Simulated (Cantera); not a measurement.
**Premixed flame**

A freely propagating, adiabatic, planar premixed flame of 31.6 % H₂, 14.4 % O₂, 54.0 % N₂, equivalence ratio 1.1, unburnt at 673 K and 3980 Torr; mixture-averaged transport, grid criteria slope 0.08 and curve 0.16, no radiation.

Computed with Cantera and the H2/O2 subset of GRI-Mech 3.0, which has no nitrogen chemistry. The hydrogen kinetics of GRI-Mech 3.0 are dated; newer H2 mechanisms differ, most at raised pressure. Burning velocities carry a grid error of a few per cent, more on coarse grids.

```tsv
z (mm)	T (K)	u (m/s)	x H₂	x O₂	x H₂O₂	x HO₂	x H	x OH
-0.172	673	9.70	0.316	0.144	<1e-8	<1e-8	<1e-8	<1e-8
-0.115	673	9.70	0.316	0.144	<1e-8	<1e-8	<1e-8	<1e-8
-0.0861	673	9.70	0.316	0.144	<1e-8	1.39e-8	<1e-8	<1e-8
-0.0574	673	9.70	0.316	0.144	<1e-8	1.31e-6	1.34e-8	<1e-8
-0.0287	695	9.92	0.308	0.145	6.44e-6	0.000403	7.78e-5	3.34e-5
-0.0143	931	12.9	0.269	0.140	5.11e-5	0.000739	0.00370	0.00111
0	1408	18.8	0.178	0.102	1.83e-5	0.000351	0.0236	0.00438
0.0143	1762	23.2	0.0971	0.0497	4.49e-6	0.000149	0.0416	0.0112
0.0287	1946	25.4	0.0684	0.0266	2.77e-6	7.07e-5	0.0423	0.0161
0.0574	2128	27.5	0.0586	0.0165	1.68e-6	3.58e-5	0.0333	0.0188
0.115	2298	29.3	0.0545	0.0121	1.13e-6	2.05e-5	0.0226	0.0185
0.230	2442	30.8	0.0493	0.00837	8.23e-7	1.12e-5	0.0143	0.0164
0.459	2549	31.9	0.0440	0.00544	6.16e-7	5.98e-6	0.00887	0.0135
```
x: mole fraction of selected species; z is measured from the peak of heat release.

```yaml
laminar_burning_velocity: 970 cm/s
thermal_thickness: 0.0574 mm
peak x(H₂O₂): 5.27e-5
peak x(HO₂): 0.000881
peak x(H): 0.0434
peak x(OH): 0.0190
```
